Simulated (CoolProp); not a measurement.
Decamethylcyclopentasiloxane (D5) at several states: density (kg/m³) from the reference equation and from simpler models built on Tc = 618.3 K, pc = 1.078 MPa, ω = 0.631; each cubic takes its own stable root.

Values from CoolProp's reference Helmholtz-energy equation of state, Thol 2019.

| T (K) | p (MPa) | phase | reference | van der Waals | Redlich-Kwong | Soave-Redlich-Kwong | Peng-Robinson |
|---|---|---|---|---|---|---|---|
| 261.4 | 0.0784 | liquid | [?] | [?] | 790.6 | [?] | 923.7 |
| 616.7 | 0.112 | gas | 8.422 | 8.365 | [?] | [?] | [?] |
| 522.3 | 1.95 | liquid | 705.2 | 421.4 | 572.9 | 619.0 | 698.3 |
| 403.5 | 0.0579 | liquid | 840.2 | 6.699 | 674.2 | 733.8 | 827.1 |

What belongs in the gaps?


- 261.4, reference: 993.4
- 261.4, van der Waals: 530.9
- 261.4, Soave-Redlich-Kwong: 825.0
- 616.7, Redlich-Kwong: 8.406
- 616.7, Soave-Redlich-Kwong: 8.407
- 616.7, Peng-Robinson: 8.441

At some of these states van der Waals gives the other phase, because its saturation line lies elsewhere.
